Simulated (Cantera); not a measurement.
A perfectly stirred reactor is fed with 12.4 % CO, 7.70 % H₂, 0.943 % CH₄, 16.6 % O₂, 62.3 % N₂, equivalence ratio 0.72, at 14300 Torr; it is adiabatic with a 373 K inlet, and is followed from long to short residence time, starting on the burning branch (τ in s: 0.045, 0.02, 0.0086, 0.0038, 0.0017, 0.00072, 0.00032, 0.00014, 6e-05, 2.6e-05, 1.2e-05).

Detailed kinetics in Cantera: GRI-Mech 3.0 (53 species, 325 reactions). The pressure lies above the range GRI-Mech 3.0 was tuned for (to about 10 atm).

x: mole fraction; the columns are a selection and need not sum to one.

| τ (s) | T (K) | x CO | x H₂ | x CH₄ | x N₂O | x CH₂ |
|---|---|---|---|---|---|---|
| 0.045 | 2159 | 0.000753 | 0.000101 | 1.51e-7 | 1.22e-6 | 1.20e-9 |
| 0.020 | 2160 | 0.000844 | 0.000109 | 3.30e-7 | 1.27e-6 | 2.70e-9 |
| 0.0086 | 2159 | 0.00104 | 0.000126 | 7.29e-7 | 1.36e-6 | 6.20e-9 |
| 0.0038 | 2156 | [?] | [?] | [?] | [?] | [?] |
| 0.0017 | 2150 | 0.00218 | 0.000226 | 2.95e-6 | 1.84e-6 | 2.89e-8 |
| 0.00072 | 2137 | 0.00362 | 0.000353 | 5.67e-6 | 2.35e-6 | 6.19e-8 |
| 0.00032 | 2117 | [?] | [?] | [?] | [?] | [?] |
| 0.00014 | 2084 | 0.00995 | 0.000898 | 1.86e-5 | 3.23e-6 | 2.28e-7 |
| 6.0e-5 | 2029 | 0.0168 | 0.00145 | 3.62e-5 | 3.21e-6 | 4.08e-7 |
| 2.6e-5 | 1933 | 0.0289 | 0.00234 | 8.05e-5 | 2.85e-6 | 6.71e-7 |
| 1.2e-5 | 373 | 0.124 | 0.0770 | 0.00943 | <1e-12 | <1e-12 |

Task: What belongs in the gaps?

Result: 
- 0.0038, x CO: 0.00143
- 0.0038, x H₂: 0.000161
- 0.0038, x CH₄: 1.51e-6
- 0.0038, x N₂O: 1.53e-6
- 0.0038, x CH₂: 1.36e-8
- 0.00032, x CO: 0.00597
- 0.00032, x H₂: 0.000559
- 0.00032, x CH₄: 1.02e-5
- 0.00032, x N₂O: 2.88e-6
- 0.00032, x CH₂: 1.21e-7
